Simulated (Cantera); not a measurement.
A freely propagating, adiabatic, planar premixed flame of CH4 : H2 : O2 : N2 = 1 : 0.12 : 2.2 : 6.45 (molar parts), equivalence ratio 0.94, unburnt at 525 K and 7500 Torr; mixture-averaged transport, grid criteria slope 0.08 and curve 0.16, no radiation.

Detailed kinetics in Cantera: GRI-Mech 3.0 (53 species, 325 reactions). Burning velocities carry a grid error of a few per cent, more on coarse grids.

Problem. Predict: laminar burning velocity; thermal thickness; peak x(CO); peak x(HCN).

Solution. 
```
Property                     Result
------------------------  ---------
laminar burning velocity  69.9 cm/s
thermal thickness         0.0469 mm
peak x(CO)                   0.0454
peak x(HCN)                 4.38e-6
```
